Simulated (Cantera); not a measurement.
What does this Cantera script print?

```python
import numpy as np
import cantera as ct

gas_names = """
    H HNO HNO2 HNO3 HO2 H2 H2O H2O2 N NH NH2 NH3 NH2OH NO NO2 NO3 N2 N2H2 N2H4 N2O O OH O2 O3 Pb PbO Pb2
""".split()
cond_names = """
    H2O(s) H2O(L) Pb(cr) Pb(L) PbO(rd) PbO(yw) PbO(L) PbO2(s) Pb3O4(s)
""".split()


# ... load() reads the species with a 1 bar reference pressure and builds the phases ...
atoms = {
    'PbO': {'Pb': 1, 'O': 1},
    'H2': {'H': 2},
    'N2': {'N': 2},
}
top_T = {'Pb3O4(s)': 820}  # K; cautious upper limits of use, not melting points


# ... equilibrate(T, P, feed) seeds the gas with the atoms and calls Mixture.equilibrate('TP', solver="vcs", rtol=1e-11, max_steps=5000) ...
results = []
T = 1100  # K
P = 70000  # Pa
for m in [2.7, 9, 15, 22, 28, 34, 41, 47, 53, 60, 66]:
    feed = {'PbO': 1, 'H2': 8.2, 'N2': m}  # mol
    mix = equilibrate(T, P, feed)
    results.append((T, P, feed, dict(zip(mix.species_names, mix.species_moles))))

top = {s: max(r[3][s] / sum(r[3][g] for g in gas_names) for r in results) for s in gas_names}
cols = sorted((s for s in top if top[s] > 0.001), key=lambda s: -top[s])[:6]
seen = [c for c in cond_names if any(r[3].get(c, 0) > 1e-12 for r in results)]
print("log10 of partial pressures in bar; condensed amounts in mol")
print(f"{'n(N2)':>10s}" + "".join(f"{s[:9]:>10s}" for s in cols + seen))
for T, P, feed, n in results:
    ng = sum(n[g] for g in gas_names)
    print(f"{feed['N2']:10.4g}" + "".join(f"{np.log10(max(n[s] / ng * P / 1e5, 1e-99)):10.3f}" for s in cols)
          + "".join(f"{n.get(c, 0):10.4g}" for c in seen))
```

Output:

```
log10 of partial pressures in bar; condensed amounts in mol
     n(N2)        N2        H2       H2O     Pb(L)
       2.7    -0.761    -0.335    -1.192    0.9981
         9    -0.436    -0.533    -1.390     0.997
        15    -0.344    -0.663    -1.520     0.996
        22    -0.293    -0.778    -1.635    0.9948
        28    -0.267    -0.856    -1.714    0.9937
        34    -0.249    -0.923    -1.780    0.9927
        41    -0.234    -0.990    -1.847    0.9915
        47    -0.225    -1.040    -1.897    0.9904
        53    -0.217    -1.084    -1.942    0.9894
        60    -0.211    -1.131    -1.989    0.9882
        66    -0.206    -1.168    -2.025    0.9872
```

Cantera equilibrium calculation (NASA polynomials, part measured and part estimated; ideal gas, pure solids and liquids).
